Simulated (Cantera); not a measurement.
Charge: 1 mol Cr, 2 mol O₂, 7.7 mol H₂, held at 2573 K and 1 atm.

These are equilibrium values from Cantera (NASA tables, ideal gas, pure condensed phases), not measurements of a reactor. Candidate condensed phases: Cr, Cr₂O₃, H₂O; 13 gas species. Equilibrium is a limit: real reactors are often held back by kinetics, nucleation or transport.

Base state: H₂ 0.627, H₂O 0.328, H 0.0270, Cr 0.00930, CrO 0.00533, OH 0.00317, CrO₂ 0.000871, O 8.89e-5 (mole fractions); condensed: Cr₂O₃(s).

Question: What changes in the equilibrium state with this change: H₂ from 7.7 to 150 mol?

Answer: 
```tsv
species	before	after
H₂	0.627	0.935
H	0.0270	0.0330
H₂O	0.328	0.0256
Cr	0.00930	0.00632
CrO₂	0.000871	1.63e-6
O₂	1.90e-5	5.23e-8
CrO	0.00533	0.000190
O	8.89e-5	4.67e-6
OH	0.00317	0.000204
Cr₂O₃(s), mol	0.438	0
```

Question: What changes in the equilibrium state with this change: temperature from 2573 K to 1500 K?

Answer: 
```
species          before    after
-------------  --------  -------
H₂                0.627    0.675
H₂O               0.328    0.325
H                0.0270  1.44e-5
Cr              0.00930    <1e-9
CrO             0.00533    <1e-9
CrO₂           0.000871    <1e-9
O               8.89e-5    <1e-9
O₂              1.90e-5    <1e-9
OH              0.00317  1.97e-7
Cr₂O₃(s), mol     0.438    0.500
```
